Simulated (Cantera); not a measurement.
Source: NASA polynomial tables (part measured, part estimated), evaluated in Cantera. Values are per mole of reaction as written; species without (g) are pure solids or liquids, kept so even where they would boil at 1 bar.

2 Cl(g) + Ca(g) ⇌ CaCl₂

```csv
T (K),ΔH° (kJ),ΔS° (J/K),ΔG° (kJ),log10 K,condensed phases
300,___,___,___,___,CaCl₂(s)
898,___,___,___,___,CaCl₂(s)
973,-1207.5,-366.4,-851.0,45.68,CaCl₂(s)
1048,___,___,___,___,CaCl₂(l)
1123,-1174.5,-334.9,-798.4,37.14,CaCl₂(l)
1198,-1171.7,-332.5,-773.4,33.72,CaCl₂(l)
1273,-1168.8,-330.2,-748.5,30.71,CaCl₂(l)
```

Complete the blanks.


- 300, ΔH° (kJ): -1216.2
- 300, ΔS° (J/K): -380.6
- 300, ΔG° (kJ): -1102.0
- 300, log10 K: 191.88
- 898, ΔH° (kJ): -1208.8
- 898, ΔS° (J/K): -367.9
- 898, ΔG° (kJ): -878.5
- 898, log10 K: 51.10
- 1048, ΔH° (kJ): -1177.3
- 1048, ΔS° (J/K): -337.5
- 1048, ΔG° (kJ): -823.6
- 1048, log10 K: 41.05
